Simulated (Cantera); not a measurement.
An adiabatic, constant-volume homogeneous reactor starts with CH₄ : H₂ : O₂ : N₂ = 1 : 0.12 : 3.75 : 14.1 (molar parts), equivalence ratio 0.55, at 1675 K and 100000 Pa. Integrator tolerance rtol = 1e-08.

Cantera simulation using GRI-Mech 3.0 (53 species, 325 reactions); the numbers are that mechanism's predictions, not measurements.

**Question.** What does this change do: constant pressure in place of constant volume?

**Answer.** 
```json
[
 {"quantity": "time of steepest temperature rise", "before": "0.169 ms", "after": "0.175 ms"},
 {"quantity": "temperature at 0.400 s", "before": "2712 K", "after": "2571 K"},
 {"quantity": "equilibrium temperature", "before": "2712 K", "after": "2571 K"},
 {"quantity": "x(CH₄) at 0.400 s", "before": "<1e-12 (gas-phase equilibrium <1e-12)", "after": "<1e-12 (gas-phase equilibrium <1e-12)"},
 {"quantity": "x(H₂) at 0.400 s", "before": "0.00410 (gas-phase equilibrium 0.00410)", "after": "0.00294 (gas-phase equilibrium 0.00294)"},
 {"quantity": "x(O₂) at 0.400 s", "before": "0.0782 (gas-phase equilibrium 0.0782)", "after": "0.0801 (gas-phase equilibrium 0.0801)"},
 {"quantity": "x(H₂O) at 0.400 s", "before": "0.0954 (gas-phase equilibrium 0.0954)", "after": "0.0997 (gas-phase equilibrium 0.0997)"},
 {"quantity": "x(CH₂) at 0.400 s", "before": "<1e-12 (gas-phase equilibrium <1e-12)", "after": "<1e-12 (gas-phase equilibrium <1e-12)"},
 {"quantity": "x(NO) at 0.400 s", "before": "0.0190 (gas-phase equilibrium 0.0190)", "after": "0.0155 (gas-phase equilibrium 0.0155)"}
]
```

**Question.** What does this change do: 0.2 parts C2H6 added?

**Answer.** 
```json
[
 {"quantity": "time of steepest temperature rise", "before": "0.169 ms", "after": "42.9 µs"},
 {"quantity": "temperature at 0.400 s", "before": "2712 K", "after": "2848 K"},
 {"quantity": "equilibrium temperature", "before": "2712 K", "after": "2848 K"},
 {"quantity": "x(CH₄) at 0.400 s", "before": "<1e-12 (gas-phase equilibrium <1e-12)", "after": "<1e-12 (gas-phase equilibrium <1e-12)"},
 {"quantity": "x(H₂) at 0.400 s", "before": "0.00410 (gas-phase equilibrium 0.00410)", "after": "0.00988 (gas-phase equilibrium 0.00988)"},
 {"quantity": "x(O₂) at 0.400 s", "before": "0.0782 (gas-phase equilibrium 0.0782)", "after": "0.0495 (gas-phase equilibrium 0.0495)"},
 {"quantity": "x(H₂O) at 0.400 s", "before": "0.0954 (gas-phase equilibrium 0.0954)", "after": "0.111 (gas-phase equilibrium 0.111)"},
 {"quantity": "x(CH₂) at 0.400 s", "before": "<1e-12 (gas-phase equilibrium <1e-12)", "after": "<1e-12 (gas-phase equilibrium <1e-12)"},
 {"quantity": "x(NO) at 0.400 s", "before": "0.0190 (gas-phase equilibrium 0.0190)", "after": "0.0180 (gas-phase equilibrium 0.0180)"}
]
```
